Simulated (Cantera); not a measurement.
Mixture: 39.8 % CO, 3.23 % H2, 11.9 % O2, 45.0 % N2, at 0.602 atm, adiabatic and at constant pressure. Ignition delay is the time to a rise of 400 K.

Model: GRI-Mech 3.0 (53 species, 325 reactions), integrated in Cantera. Below about 950 K walls govern HO2 and H2O2 in real vessels. Where the delays flatten at high temperature, the 400 K rule measures the pace of heat release, not the induction time.

Problem. Predict: delay at 948 K; delay at 1048 K; delay at 1148 K; delay at 1248 K.

Solution. 
- delay at 948 K = 1.60 ms
- delay at 1048 K = 0.447 ms
- delay at 1148 K = 0.247 ms
- delay at 1248 K = 0.173 ms
